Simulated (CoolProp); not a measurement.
Vapour-liquid equilibrium of R22 (1) + dimethyl ether (2) at 185.5 K; x and y are mole fractions of (1).

Computed with CoolProp (multi-fluid Helmholtz-energy mixture model, Kamei 1995 and Wu 2011; pair parameters Bell 2016).

Task: Give the bubble pressure and the first vapour's composition at x = 0.5, 0.65, 0.95. Is there an azeotrope?

Result: x = 0.5: 2.280 kPa, y = 0.682; x = 0.65: 3.036 kPa, y = 0.887; x = 0.95: 5.492 kPa, y = 0.998. y crosses x between x = 0.2 and 0.35: the model has an azeotrope there.

The pair parameters rest on a limited set of measurements; away from them the model extrapolates.
